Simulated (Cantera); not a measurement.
A closed system holds: 1 mol Fe3O4, 1.6 mol H2, at 2075 K and 1.33 mbar.

Equilibrium computed with Cantera from the NASA thermochemical tables; the gas is ideal and each condensed phase is pure. The tables' stoichiometric FeO is somewhat more stable than real wüstite, so its field is too wide. FeO: taken at fixed stoichiometry. Rates play no part.

| species | before | after |
|---|---|---|
| H2O | 0.627 | 0.622 |
| H2 | 0.217 | 0.194 |
| Fe | 0.101 | 0.118 |
| OH | 0.0112 | 0.0144 |
| H | 0.0340 | 0.0376 |
| O2 | 0.00155 | 0.00271 |
| O | 0.00126 | 0.00198 |
| FeO | 0.00691 | 0.00947 |
| Fe(OH)2 | 0.000342 | 0.000376 |
| FeO(l), mol | 2.80 | 2.76 |
Gas species are given as mole fractions.

Question: What was changed between the two runs?
A. H2 from 1.6 to 4.9 mol
B. H2 from 1.6 to 18 mol
C. H2 from 1.6 to 4.3 mol
D. temperature from 2075 K to 2100 K

Answer: D, temperature from 2075 K to 2100 K
